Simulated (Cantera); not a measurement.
Feed: 1 mol C2H2, a varied amount of H2, 11 mol N2, 0.31 mol NH3, equilibrated at 2525 K and 13.3 mbar.

These are equilibrium values from Cantera (NASA tables, ideal gas, pure condensed phases), not measurements of a reactor. Candidate condensed phases: C, C6H6, C7H8, C8H18; 92 gas species. Kinetics and transport are ignored.

### Question
Which condensed phases are stable at each of these points (n(H2) (mol)): 1.5, 2.4, 3.9, 6.3, 10, 16, 26, 42, 68?

### Answer
```json
[
 {"n(H2) (mol)": "1.5", "condensed phases": "C(graphite)", "C condensed (%)": "76.3"},
 {"n(H2) (mol)": "2.4", "condensed phases": "C(graphite)", "C condensed (%)": "72.2"},
 {"n(H2) (mol)": "3.9", "condensed phases": "C(graphite)", "C condensed (%)": "66.0"},
 {"n(H2) (mol)": "6.3", "condensed phases": "C(graphite)", "C condensed (%)": "57.3"},
 {"n(H2) (mol)": "10", "condensed phases": "C(graphite)", "C condensed (%)": "45.6"},
 {"n(H2) (mol)": "16", "condensed phases": "C(graphite)", "C condensed (%)": "29.0"},
 {"n(H2) (mol)": "26", "condensed phases": "C(graphite)", "C condensed (%)": "4.8"},
 {"n(H2) (mol)": "42", "condensed phases": "gas only", "C condensed (%)": "0.0"},
 {"n(H2) (mol)": "68", "condensed phases": "gas only", "C condensed (%)": "0.0"}
]
```

From 1.5 mol H2 to 26 mol H2 the condensed part is C(graphite). From 42 mol H2 to 68 mol H2 nothing is condensed.
